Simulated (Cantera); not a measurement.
What does this Cantera script print?

```python
import numpy as np
import cantera as ct

gas = ct.Solution("gri30.yaml")


def delay(T, t_max=10):
    gas.TPX = T, 67000, {'CO': 1, 'H2': 0.19, 'CH4': 0.46, 'O2': 0.842, 'N2': 4.46}
    reactor = ct.IdealGasConstPressureReactor(gas, clone=False)
    net = ct.ReactorNet([reactor])
    net.rtol, net.atol = 1e-8, 1e-16
    while net.time < t_max:
        t_old, T_old = net.time, reactor.T
        net.step()
        if reactor.T > T + 400:  # ignition: a rise of 400 K
            return t_old + (T + 400 - T_old) / (reactor.T - T_old) * (net.time - t_old)
    return np.nan


taus = []
for T in [1275, 1375, 1475, 1575, 1675, 1775, 1875]:
    taus.append(delay(T))
    print(f"T0 = {T:6g} K   tau = {taus[-1]:.4e} s")
```

Result:

```
T0 =   1275 K   tau = 3.7874e-03 s
T0 =   1375 K   tau = 1.5742e-03 s
T0 =   1475 K   tau = 7.3632e-04 s
T0 =   1575 K   tau = 3.8671e-04 s
T0 =   1675 K   tau = 2.2155e-04 s
T0 =   1775 K   tau = 1.3463e-04 s
T0 =   1875 K   tau = 8.5448e-05 s
```

Cantera simulation using GRI-Mech 3.0 (53 species, 325 reactions); the numbers are that mechanism's predictions, not measurements.
